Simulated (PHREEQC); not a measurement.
1 kg of water holding 160 mmol/kgw KOH meets 20 L of dry gas (CO2 0.44, CH4 0.49, H2S 0.07 by moles) at fixed total pressure, at 80 °C; fugacities by Peng-Robinson. The gases take part in no redox reaction, some water evaporates into the gas, and hydrates or a liquid gas phase aren't modelled. No solid was allowed to form.

Model: ion-association model, phreeqc.dat, run in PHREEQC.

| P (atm) | dissolved CO2 (all carbonate carbon) (mol/kgw) | φ of CO2 | p of CO2 (atm) | dissolved CH4 (mol/kgw) | φ of CH4 | p of CH4 (atm) | dissolved H2S (mol/kgw) | pH |
|---|---|---|---|---|---|---|---|---|
| 1 | 0.132 | 0.997 | 0.175 | 0.000318 | 1.001 | 0.341 | 0.0296 | 7.97 |
| 2 | 0.134 | 0.993 | 0.600 | 0.000794 | 0.999 | 0.855 | 0.0361 | 7.43 |
| 3 | 0.138 | 0.990 | 1.04 | 0.00125 | 0.998 | 1.35 | 0.0402 | 7.20 |
| 5 | 0.147 | 0.984 | 1.91 | 0.00216 | 0.995 | 2.35 | 0.0464 | 6.93 |
| 7.5 | 0.160 | 0.976 | 3.00 | 0.00328 | 0.993 | 3.58 | 0.0531 | 6.74 |
| 10 | 0.172 | 0.968 | 4.09 | 0.00439 | 0.990 | 4.82 | 0.0594 | 6.60 |
| 15 | 0.196 | 0.953 | 6.28 | 0.00657 | 0.985 | 7.28 | 0.0710 | 6.43 |

At this temperature some constants are extrapolated from 25 °C, and those without enthalpy data are left unchanged.
